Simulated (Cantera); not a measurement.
Charge: 1 mol SiHCl3, a varied amount of H2, equilibrated at 2200 K and 11000 Pa.

These are equilibrium values from Cantera (NASA tables, ideal gas, pure condensed phases), not measurements of a reactor. Candidate condensed phases: Si; 19 gas species. Gases not in the tables: Si2H6 and higher silanes. Kinetics and transport are ignored.

Which condensed phases are stable at each of these points (n(H2) (mol)): 4.7, 6.9, 10, 15, 22, 33, 49, 72, 110, 160, 230?


```
n(H2) (mol)  condensed phases  Si condensed (%)
-----------  ----------------  ----------------
4.7                     Si(l)              15.2
6.9                     Si(l)              23.4
10                      Si(l)              31.4
15                      Si(l)              39.5
22                      Si(l)              45.7
33                      Si(l)              49.8
49                      Si(l)              50.4
72                      Si(l)              46.4
110                     Si(l)              35.2
160                     Si(l)              17.1
230                  gas only               0.0
```

From 4.7 mol H2 to 160 mol H2 the condensed part is Si(l). At 230 mol H2 nothing is condensed.
